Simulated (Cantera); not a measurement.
A Cantera script and its output.

```python
import numpy as np
import cantera as ct

gas = ct.Solution("gri30.yaml")
gas.TPX = 1150, 140, {'H2': 0.055, 'O2': 1}
inlet = ct.Reservoir(gas, clone=True)

reactor = ct.IdealGasConstPressureReactor(gas, energy="off", clone=False)
exhaust = ct.Reservoir(gas, clone=True)
tau = [1, 0.48, 0.23, 0.11, 0.055, 0.027, 0.013, 0.0063, 0.003][0]
for a, b in ((inlet, reactor), (reactor, exhaust)):
    ct.MassFlowController(a, b, mdot=lambda t: reactor.mass / tau)
net = ct.ReactorNet([reactor])
show = ['H2', 'O2', 'H2O2', 'HO2', 'OH']

rows = []
print(f"{'tau/s':>10s}{'T/K':>9s}" + "".join(f"{s:>11s}" for s in show))
for tau in [1, 0.48, 0.23, 0.11, 0.055, 0.027, 0.013, 0.0063, 0.003]:
    net.initial_time = 0.0
    net.advance(30 * tau)
    before = gas.X
    net.advance(40 * tau)
    drift = np.max(np.abs(gas.X - before) / (gas.X + 1e-9))
    rows.append([gas.T, *gas[show].X, drift])
    print(f"{tau:10.3e}{gas.T:9.1f}" + "".join(f"{x:11.3e}" for x in gas[show].X))
```

Result:

```
     tau/s      T/K         H2         O2       H2O2        HO2         OH
 1.000e+00   1150.0  9.376e-04  9.175e-01  1.055e-08  4.303e-07  2.759e-03
 4.800e-01   1150.0  1.240e-03  9.135e-01  1.091e-08  4.446e-07  3.018e-03
 2.300e-01   1150.0  1.726e-03  9.115e-01  1.194e-08  4.573e-07  3.298e-03
 1.100e-01   1150.0  2.613e-03  9.112e-01  1.401e-08  4.706e-07  3.665e-03
 5.500e-02   1150.0  4.150e-03  9.123e-01  1.727e-08  4.825e-07  4.123e-03
 2.700e-02   1150.0  7.001e-03  9.149e-01  2.202e-08  4.893e-07  4.669e-03
 1.300e-02   1150.0  1.222e-02  9.193e-01  2.742e-08  4.827e-07  5.133e-03
 6.300e-03   1150.0  2.111e-02  9.259e-01  2.969e-08  4.523e-07  5.073e-03
 3.000e-03   1150.0  3.569e-02  9.361e-01  1.951e-08  3.805e-07  3.577e-03
```

Detailed kinetics in Cantera: GRI-Mech 3.0 (53 species, 325 reactions). Radical loss at walls, strong at low pressure, is not modelled. The temperature is held fixed by assumption; the heat of reaction is taken as removed at once.
